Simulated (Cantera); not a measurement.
Source: NASA polynomial tables (part measured, part estimated), evaluated in Cantera. Values are per mole of reaction as written; species without (g) are pure solids or liquids, kept so even where they would boil at 1 bar.

### Question
Between 1398 and 1798 K, where is each reaction favourable under standard conditions?
- 2 Si + O2(g) ⇌ 2 SiO(g)
- 4 Li + O2(g) ⇌ 2 Li2O
- 2 B + O2(g) ⇌ B2O2(g)

### Answer
- 2 Si + O2(g) ⇌ 2 SiO(g): ΔG° is -439 kJ at 1398 K and -494 kJ at 1798 K; it stays negative (K > 1). ΔH° is -326 kJ and ΔS° 94 J/K at 1798 K.
- 4 Li + O2(g) ⇌ 2 Li2O: ΔG° is -824 kJ at 1398 K and -719 kJ at 1798 K; it stays negative (K > 1). ΔH° is -1180 kJ and ΔS° -256 J/K at 1798 K.
- 2 B + O2(g) ⇌ B2O2(g): ΔG° is -490 kJ at 1398 K and -498 kJ at 1798 K; it stays negative (K > 1). ΔH° is -465 kJ and ΔS° 18 J/K at 1798 K.
